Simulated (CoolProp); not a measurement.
A closed Brayton cycle with carbon dioxide: compressor inlet 310.15 K and 10 MPa, high pressure 24 MPa, turbine inlet 735 K, compressor efficiency 0.89, turbine efficiency 0.9, recuperator effectiveness 0.95 (on enthalpy, no pinch check). Each further row changes one setting.

Values from CoolProp's reference Helmholtz-energy equation of state, Span 1996.

| case | thermal efficiency (%) | net work (kJ/kg) | compressor to turbine work | compressor exit (K) | turbine exit (K) |
|---|---|---|---|---|---|
| as stated | 34.8 | 80.2 | 0.21 | 334.4 | 635.9 |
| turbine inlet 685 K | 32.7 | 71.8 | 0.23 | 334.4 | 589.5 |
| compressor inlet 320.15 K | 33.1 | 72.3 | 0.29 | 366.7 | 635.9 |
| high pressure 20.4 MPa | 33.3 | 67.9 | 0.19 | 329.3 | 654.0 |
| recuperator effectiveness 0.5 | 19.7 | 80.2 | 0.21 | 334.4 | 635.9 |
